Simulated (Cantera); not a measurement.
Charge: 1 mol K₂CO₃, 0.18 mol C, 0.51 mol H₂O, held at 1373 K and 750 Torr.

These are equilibrium values from Cantera (NASA tables, ideal gas, pure condensed phases), not measurements of a reactor. Candidate condensed phases: C, C₆H₆, C₇H₈, C₈H₁₈, H₂O, K, KOH, KO₂, K₂CO₃, K₂O, K₂O₂; 116 gas species. The numbers say what is thermodynamically allowed, not how fast it happens.

Base state: H₂O 0.374, H₂ 0.331, CO 0.173, CO₂ 0.0945, KOH 0.0236, K 0.00425, K₂(OH)₂ 0.000115 (mole fractions); condensed: K₂CO₃(l).

What changes in the equilibrium state with this change: C from 0.18 to 1.1 mol?


| species | before | after |
|---|---|---|
| CO | 0.173 | 0.554 |
| K | 0.00425 | 0.236 |
| H₂ | 0.331 | 0.194 |
| H₂O | 0.374 | 0.00220 |
| CO₂ | 0.0945 | 0.00306 |
| KOH | 0.0236 | 0.0101 |
| K₂ | 3.04e-7 | 0.000934 |
| CH₄ | 3.96e-7 | 4.31e-5 |
| KH | 3.96e-6 | 0.000167 |
| K₂(OH)₂ | 0.000115 | 2.09e-5 |
| K₂CO₃(l), mol | 0.990 | 0.686 |

What changes in the equilibrium state with this change: temperature from 1373 K to 2075 K?


```json
[
 {"species": "CO₂", "before": "0.0945", "after": "0.356"},
 {"species": "KOH", "before": "0.0236", "after": "0.307"},
 {"species": "K", "before": "0.00425", "after": "0.300"},
 {"species": "H₂O", "before": "0.374", "after": "0.00296"},
 {"species": "H₂", "before": "0.331", "after": "1.02e-5"},
 {"species": "O₂", "before": "<1e-9", "after": "0.0211"},
 {"species": "CO", "before": "0.173", "after": "0.00594"},
 {"species": "KO", "before": "<1e-9", "after": "0.00654"},
 {"species": "O", "before": "<1e-9", "after": "0.000169"},
 {"species": "OH", "before": "3.86e-8", "after": "0.000282"},
 {"species": "K₂CO₃(l), mol", "before": "0.990", "after": "0"}
]
```
